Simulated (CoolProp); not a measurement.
Fluoroethane (R161) at 293.15 K and 0.428 MPa is compressed adiabatically to 1.54 MPa with isentropic efficiency 0.9. Each further row changes one setting.

Values from CoolProp's reference Helmholtz-energy equation of state, Wu 2012.

```json
[
 {"case": "as stated", "work (kJ/kg)": "71.2", "final temperature (K)": "359.6", "final density (kg/m³)": "28.7"},
 {"case": "efficiency 1", "work (kJ/kg)": "64.1", "final temperature (K)": "355.4", "final density (kg/m³)": "29.3"},
 {"case": "efficiency 0.65", "work (kJ/kg)": "98.6", "final temperature (K)": "376.0", "final density (kg/m³)": "26.8"}
]
```
